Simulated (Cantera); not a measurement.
An adiabatic, constant-pressure homogeneous reactor starts with 12.1 % CH₄, 3.74 % CO, 17.4 % O₂, 65.2 % N₂, 1.57 % C₂H₆, equivalence ratio 1.8, at 1773 K and 0.987 atm.

Cantera simulation using GRI-Mech 3.0 (53 species, 325 reactions); the numbers are that mechanism's predictions, not measurements.

### Question
Predict: time of steepest temperature rise; temperature at 2.00 s; equilibrium temperature; x(CO) at 2.00 s; x(O₂) at 2.00 s; x(H₂O) at 2.00 s; x(CO₂) at 2.00 s.

### Answer
```
Quantity                                                              Result
---------------------------------  -----------------------------------------
time of steepest temperature rise                                    46.6 µs
temperature at 2.00 s                                                 2772 K
equilibrium temperature                                               2772 K
x(CO) at 2.00 s                          0.139 (gas-phase equilibrium 0.139)
x(O₂) at 2.00 s                    0.000631 (gas-phase equilibrium 0.000631)
x(H₂O) at 2.00 s                         0.132 (gas-phase equilibrium 0.132)
x(CO₂) at 2.00 s                       0.0258 (gas-phase equilibrium 0.0258)
```
